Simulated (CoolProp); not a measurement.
A single-stage vapour-compression cycle with n-pentane: evaporating at 322.15 K (dew point), condensing at 383.15 K (bubble point), superheat 10 K, subcooling 2 K, compressor efficiency 0.7, no pressure losses. Each further row changes one setting.

Values from CoolProp's reference Helmholtz-energy equation of state, Thol 2019.

```tsv
case	cooling COP	pressure ratio	discharge temperature (K)	refrigerating effect (kJ/kg)	volumetric capacity (kJ/m³)
as stated	(withheld)	4.78	384.0	212	902
evaporating temperature 327.15 K	3.02	(withheld)	384.3	220	(withheld)
condensing temperature 378.15 K	3.01	4.29	380.1	226	961
subcooling 7 K	(withheld)	4.78	384.0	226	961
superheat 20 K	(withheld)	4.78	393.8	231	(withheld)
compressor efficiency 0.6	(withheld)	4.78	(withheld)	212	902
```

### Question
Fill in the missing entries.

### Answer

- as stated, cooling COP: 2.64
- evaporating temperature 327.15 K, pressure ratio: 4.10
- evaporating temperature 327.15 K, volumetric capacity (kJ/m³): 1080
- subcooling 7 K, cooling COP: 2.81
- superheat 20 K, cooling COP: 2.75
- superheat 20 K, volumetric capacity (kJ/m³): 948
- compressor efficiency 0.6, cooling COP: 2.26
- compressor efficiency 0.6, discharge temperature (K): 389.8
